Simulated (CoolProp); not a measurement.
A single-stage vapour-compression cycle with the fluid: evaporating at 216.15 K (dew point), condensing at 241.15 K (bubble point), superheat 5 K, subcooling 5 K, compressor efficiency 0.8, no pressure losses. The same conditions are run with several fluids, on thermodynamics alone (safety and materials aside).

Model: reference Helmholtz-energy equation of state of each fluid (C2F6 (R116): Lemmon 2006; propane: Lemmon 2009; fluoroethane (R161): Wu 2012; dimethyl ether: Wu 2011; R134a: Tillner-Roth 1994; R404A: Lemmon 2003), in CoolProp. Blends and air are pseudo-pure fits.

| fluid | cooling COP | pressure ratio | discharge temperature (K) | refrigerating effect (kJ/kg) | volumetric capacity (kJ/m³) |
|---|---|---|---|---|---|
| C2F6 (R116) | … | 2.57 | 249.3 | 89.7 | 2040 |
| propane | … | 3.11 | 266.5 | … | … |
| fluoroethane (R161) | 6.41 | 3.44 | 281.2 | 411 | 412 |
| dimethyl ether | 6.46 | 3.76 | 277.5 | … | 229 |
| R134a | 6.48 | 3.98 | 267.6 | 215 | … |
| R404A | 6.23 | 3.41 | 263.4 | 186 | 570 |

### Question
What belongs in the gaps?

### Answer

- C2F6 (R116), cooling COP: 6.16
- propane, cooling COP: 6.49
- propane, refrigerating effect (kJ/kg): 403
- propane, volumetric capacity (kJ/m³): 493
- dimethyl ether, refrigerating effect (kJ/kg): 463
- R134a, volumetric capacity (kJ/m³): 233
